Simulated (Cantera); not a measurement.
An isothermal, constant-pressure homogeneous reactor starts with 7.14 % CH₄, 92.9 % N₂, at 1425 K and 0.0133 bar.

Cantera simulation using GRI-Mech 3.0 (53 species, 325 reactions); the numbers are that mechanism's predictions, not measurements. GRI-Mech 3.0 stops at C3 and has no aromatics, soot or wall deposition, so with more carbon than oxygen in the feed, carbon stays in small species such as C2H2 where larger ones or solid carbon would form. Radical loss at walls, strong at low pressure, is not modelled.

Q: Predict: x(CH₄) at 3.00 s; x(H) at 3.00 s; x(H₂) at 3.00 s; x(C₂H₆) at 3.00 s; x(CH₂) at 3.00 s; x(CH₃) at 3.00 s.

A: 
```
Property                                             Result
-----------------  ----------------------------------------
x(CH₄) at 3.00 s     0.0675 (gas-phase equilibrium 8.76e-5)
x(H) at 3.00 s      6.73e-7 (gas-phase equilibrium 1.88e-5)
x(H₂) at 3.00 s      0.00435 (gas-phase equilibrium 0.0999)
x(C₂H₆) at 3.00 s  4.05e-5 (gas-phase equilibrium 1.91e-10)
x(CH₂) at 3.00 s   1.27e-8 (gas-phase equilibrium 4.67e-11)
x(CH₃) at 3.00 s   0.000159 (gas-phase equilibrium 3.31e-7)
```
